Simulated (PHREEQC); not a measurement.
PHREEQC input (Pitzer model, pitzer.dat):

```
SOLUTION 1
  temp 20
  units mol/kgw
  pH 7 charge
  Cl 0.5585
  Na 1.5564
  B 0.0128
  C(4) 0.5
  K 0.0085
END
USE solution 1
INCREMENTAL_REACTIONS false
REACTION 1
  H2O -1
  0 9.886 18.011 24.689 30.178 34.689 38.397 41.444
  43.949 46.007 47.699 49.089 50.232 51.172 51.944 52.578
  53.1 moles
EQUILIBRIUM_PHASES 1
  Halite 0 0
  Kalicinite 0 0
  Nahcolite 0 0
  Natron 0 0
  Sylvite 0 0
  Trona 0 0
  Borax 0 0
  Boric_acid,s 0 0
  KB5O8:4H2O 0 0
  K2B4O7:4H2O 0 0
  NaBO2:4H2O 0 0
  NaB5O8:5H2O 0 0
  Teepleite 0 0
  CO2(g) -3.4 10
SELECTED_OUTPUT 1
  -reset false
  -pH true
  -pe true
  -ionic_strength true
  -water true
  -activities H2O
  -totals B C Cl K Na
  -molalities H+ Na+ K+ Cl- CO3-2 B(OH)3 OH- HCO3- CO2 B(OH)4-
    B3O3(OH)4- B4O5(OH)4-2
  -equilibrium_phases Halite Kalicinite Nahcolite Natron Sylvite Trona Borax Boric_acid,s KB5O8:4H2O K2B4O7:4H2O
    NaBO2:4H2O NaB5O8:5H2O Teepleite
PRINT
  -reset false
END
```

Selected output (columns that matter, 17 of 17 rows; water left (kg) added in front):

```
water left (kg)	pH	mu	B	C	Cl	K	Na	m_H+	m_Na+	m_K+	la_H2O	Halite	Trona	Borax
0.998807	9.9973	1.9925	0.012815	0.56984	0.55917	0.0085102	1.5583	1.8377e-10	1.5583	0.0085102	-0.016976	0	0	0
0.820824	10.008	2.4329	0.015594	0.68501	0.68041	0.010355	1.8961	1.7703e-10	1.8961	0.010355	-0.020549	0	0	0
0.674555	10.016	2.9695	0.018975	0.82439	0.82795	0.012601	2.3073	1.6855e-10	2.3073	0.012601	-0.024999	0	0	0
0.554342	10.023	3.6233	0.02309	0.99331	1.0075	0.015333	2.8077	1.577e-10	2.8077	0.015333	-0.030634	0	0	0
0.455538	10.027	4.4196	0.028099	1.1983	1.226	0.018659	3.4166	1.4394e-10	3.4166	0.018659	-0.037916	0	0	0
0.37434	10.03	5.389	0.034194	1.4475	1.492	0.022707	4.1577	1.2698e-10	4.1577	0.022707	-0.047551	0	0	0
0.307596	10.031	6.569	0.041613	1.751	1.8157	0.027634	5.0599	1.07e-10	5.0599	0.027634	-0.060642	0	0	0
0.252184	10.025	7.7953	0.050757	2.0432	2.2147	0.033706	6.0169	8.598e-11	6.0169	0.033706	-0.077086	0	0.013013	0
0.202901	9.9836	7.5976	0.063085	1.7661	2.7526	0.041892	6.0462	7.2697e-11	6.0462	0.041892	-0.083886	0	0.10988	0
0.162602	9.9261	7.4573	0.07872	1.4573	3.4348	0.052275	6.1598	5.9157e-11	6.1598	0.052275	-0.093595	0	0.18493	0
0.1297	9.8467	7.4449	0.09869	1.1262	4.3061	0.065536	6.4199	4.6047e-11	6.4199	0.065536	-0.10798	0	0.24125	0
0.102934	9.7375	7.6708	0.12435	0.7913	5.4258	0.082577	6.9201	3.4096e-11	6.9201	0.082577	-0.13006	0	0.28136	0
0.0818823	9.7354	7.7087	0.15632	0.77975	5.4666	0.10381	6.9465	3.3685e-11	6.9465	0.10381	-0.13123	0.11088	0.29224	0
0.0645955	9.7373	7.7445	0.19816	0.77694	5.4731	0.13159	6.9556	3.3555e-11	6.9556	0.13159	-0.13174	0.20496	0.30071	0
0.0504053	9.7397	7.7917	0.25394	0.774	5.4809	0.16863	6.9654	3.3391e-11	6.9654	0.16863	-0.13239	0.28223	0.30769	0
0.0387608	9.7427	7.8557	0.33023	0.77127	5.4899	0.21929	6.9748	3.3184e-11	6.9748	0.21929	-0.13322	0.34571	0.31345	0
0.0291338	9.7467	7.9119	0.37883	0.76937	5.5133	0.29176	6.9554	3.2866e-11	6.9554	0.29176	-0.13404	0.39788	0.31834	0.0004408
```
